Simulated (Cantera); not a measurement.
Mixture: 6.20 % CH4, 0.551 % C2H6, 20.8 % O2, 72.5 % N2, at 101000 Pa, adiabatic and at constant volume. Ignition delay is the time to a rise of 400 K.

Cantera simulation using GRI-Mech 3.0 (53 species, 325 reactions); the numbers are that mechanism's predictions, not measurements.

Task: Predict: delay at 1200 K; delay at 1400 K; delay at 1600 K; delay at 1800 K; delay at 2000 K; apparent activation energy between 1900 and 2100 K.

Result: 
```json
{
  "delay at 1200 K": "5.10 ms",
  "delay at 1400 K": "0.584 ms",
  "delay at 1600 K": "0.104 ms",
  "delay at 1800 K": "31.1 µs",
  "delay at 2000 K": "13.8 µs",
  "apparent activation energy between 1900 and 2100 K": "110 kJ/mol"
}
```
